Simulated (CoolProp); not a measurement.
Nitrogen at 689.81 K and 0.25 MPa is compressed adiabatically to 1.86 MPa with isentropic efficiency 0.75. Each further row changes one setting.

Computed with CoolProp (reference Helmholtz-energy equation of state, Span 2000).

| case | work (kJ/kg) | final temperature (K) | final density (kg/m³) |
|---|---|---|---|
| as stated | (withheld) | (withheld) | (withheld) |
| efficiency 1 | (withheld) | 1160.6 | 5.37 |
| efficiency 0.65 | (withheld) | (withheld) | (withheld) |

Q: Complete the blanks.

A: 
- as stated, work (kJ/kg): 724
- as stated, final temperature (K): 1310.1
- as stated, final density (kg/m³): 4.76
- efficiency 1, work (kJ/kg): 543
- efficiency 0.65, work (kJ/kg): 835
- efficiency 0.65, final temperature (K): 1400.8
- efficiency 0.65, final density (kg/m³): 4.45
